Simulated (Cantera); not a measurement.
**SiO2 + H2 + H2O (hydrogen reduction and annealing atmospheres)**

Input: 1 mol SiO2, 1.1 mol H2, 0.32 mol H2O, equilibrated at 160000 Pa.

Method: chemical equilibrium by Gibbs-energy minimisation in Cantera with the NASA 1993 tables (ideal gas, pure condensed phases). Candidate condensed phases: H2O, Si, SiO2; 18 gas species. The tables hold silica as quartz up to 1696 K and as liquid above; real silica turns to tridymite and cristobalite and melts near 1996 K. Gases not in the tables: Si(OH)4. The numbers say what is thermodynamically allowed, not how fast it happens.

From 1300 K to 1675 K the condensed part is SiO2(β-quartz). From 1750 K to 1900 K the condensed part is SiO2(condensed).

```csv
T (K),log p H2,log p H2O,log p H,log p SiO,log p OH,log p SiO2,log p O,n SiO2(β-quartz),n SiO2(condensed)
1300,0.09,-0.44,-5.91,-11.14,-8.33,<-11,<-11,1.00,0
1375,0.09,-0.44,-5.42,-9.95,-7.70,<-11,<-11,1.00,0
1450,0.09,-0.44,-4.98,-8.88,-7.13,<-11,<-11,1.00,0
1525,0.09,-0.44,-4.58,-7.92,-6.62,-11.33,-11.36,1.00,0
1600,0.09,-0.44,-4.22,-7.05,-6.16,-10.38,-10.55,1.00,0
1675,0.09,-0.44,-3.89,-6.27,-5.74,-9.52,-9.81,1.00,0
1750,0.09,-0.44,-3.59,-5.56,-5.35,-8.74,-9.14,0,1.000
1825,0.09,-0.44,-3.31,-4.91,-5.00,-8.03,-8.52,0,1.000
1900,0.09,-0.44,-3.05,-4.32,-4.68,-7.38,-7.95,0,1.000
```
log p: log10 of the partial pressure in bar; n: condensed amount in mol.
